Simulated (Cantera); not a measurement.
A closed system holds: 1 mol FeCl2, 0.32 mol H2O, 5.9 mol H2, at 798 K and 0.00980 bar.

Method: chemical equilibrium by Gibbs-energy minimisation in Cantera with the NASA 1993 tables (ideal gas, pure condensed phases). Candidate condensed phases: Fe, FeCl2, FeCl3, FeO, Fe(OH)2, Fe(OH)3, Fe2O3, Fe3O4, H2O; 22 gas species. Condensed phases not in the tables: FeOCl. Kinetics and transport are ignored.

Base state: H2 0.684, HCl 0.266, H2O 0.0443, FeCl2 0.00499, Fe2Cl4 0.000222 (mole fractions); condensed: Fe(α).

Q: What changes in the equilibrium state with this change: pressure from 0.00980 bar to 0.220 bar?

A: 
```tsv
species	before	after
H2	0.684	0.866
HCl	0.266	0.0845
H2O	0.0443	0.0493
FeCl2	0.00499	0.000398
Fe2Cl4	0.000222	3.16e-5
Fe(α), mol	0.961	0.274
FeCl2(s), mol	0	0.723
```
